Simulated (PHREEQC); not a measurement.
Solution (25 °C): 0.0041 mol/kgw Cu(BF4)2 and 0.007 mol/kgw HNO3. Closed to the air; pH follows from the charge balance.

The numbers come from PHREEQC with the ion-association model, phreeqc.dat.

Precipitation was switched off in this run.

Q: Order these F species by the share of F that they hold, largest first: F-, BF4-, BF2(OH)2-, BF3OH-, HF.

A: BF4- (77 %), HF (15 %), BF3OH- (4.2 %), F- (2.1 %), BF2(OH)2- (0.76 %)

Q: Order these B species by the share of B that they hold, largest first: H3BO3, BF2(OH)2-, BF3OH-, BF4-.

A: BF4- (77 %), H3BO3 (15 %), BF3OH- (5.6 %), BF2(OH)2- (1.5 %)

The pH is 2.24 and the ionic strength 0.0187 mol/kgw. Real BF4- forms and hydrolyses slowly; the run takes it at equilibrium.
